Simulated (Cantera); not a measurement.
**Hydrocarbon pyrolysis for carbon deposition**

A perfectly stirred reactor is fed with C3H8 : H2 : H2O = 1 : 3.5 : 0.34 (molar parts), at 0.600 bar; it is held at 1825 K, and followed from long to short residence time.

Cantera simulation using GRI-Mech 3.0 (53 species, 325 reactions); the numbers are that mechanism's predictions, not measurements. GRI-Mech 3.0 was tuned for natural gas; its chemistry of propane as a main component is partial and can be far from experiment. GRI-Mech 3.0 stops at C3 and has no aromatics, soot or wall deposition, so with more carbon than oxygen in the feed, carbon stays in small species such as C2H2 where larger ones or solid carbon would form.

```tsv
τ (s)	x C3H8	x H2	x C2H6	x C2H4	x H	x CH3
2.1	4.09e-7	0.785	1.41e-6	0.00148	0.000512	0.000153
1.0	8.58e-7	0.781	2.05e-6	0.00150	0.000515	0.000190
0.49	1.75e-6	0.775	3.24e-6	0.00153	0.000519	0.000245
0.24	3.57e-6	0.767	5.48e-6	0.00159	0.000526	0.000324
0.11	7.76e-6	0.756	1.01e-5	0.00171	0.000538	0.000446
0.055	1.54e-5	0.745	1.75e-5	0.00190	0.000557	0.000595
0.027	3.08e-5	0.733	3.09e-5	0.00225	0.000587	0.000800
0.013	6.20e-5	0.722	5.46e-5	0.00290	0.000634	0.00109
0.0062	0.000124	0.711	9.52e-5	0.00409	0.000703	0.00147
0.0030	0.000242	0.700	0.000161	0.00609	0.000795	0.00199
```
x: mole fraction; the columns are a selection and need not sum to one.
